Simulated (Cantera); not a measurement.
Input: 1 mol trisilylamine, 0.28 mol NH3, 2.3 mol N2, equilibrated at 0.133 bar.

Equilibrium computed with Cantera from the NASA thermochemical tables; the gas is ideal and each condensed phase is pure. Candidate condensed phases: Si, Si3N4; 18 gas species. The feed counts by its element totals alone. Gases not in the tables: Si2H6 and higher silanes. Equilibrium is a limit: real reactors are often held back by kinetics, nucleation or transport.

Q: Which condensed phases are stable at each of these points (T (°C)): 1350, 1425, 1500, 1575, 1650, 1725, 1800, 1875?

A: 
| T (°C) | condensed phases | Si condensed (%) |
|---|---|---|
| 1350 | Si3N4(s) | 100.0 |
| 1425 | Si3N4(s) | 100.0 |
| 1500 | Si3N4(s) | 100.0 |
| 1575 | Si3N4(s) | 100.0 |
| 1650 | Si(l) | 99.9 |
| 1725 | Si(l) | 99.9 |
| 1800 | Si(l) | 99.7 |
| 1875 | Si(l) | 99.4 |

From 1350 °C to 1575 °C the condensed part is Si3N4(s). From 1650 °C to 1875 °C the condensed part is Si(l).
